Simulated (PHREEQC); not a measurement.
Dissolve 0.017 mol/kgw H2SO4 and 0.00053 mol/kgw MnSO4 at 20 °C. Closed to the air; pH follows from the charge balance.

The numbers come from PHREEQC with the ion-association model, phreeqc.dat.

This is a speciation only: nothing precipitates in the calculation.

Q: Order these S species by the share of S that they hold, largest first: SO4-2, HSO4-, MnSO4.

A: HSO4- (53 %), SO4-2 (46 %), MnSO4 (0.79 %)

The pH is 1.67 and the ionic strength 0.0340 mol/kgw. Complexes and solids missing from the database can't appear.
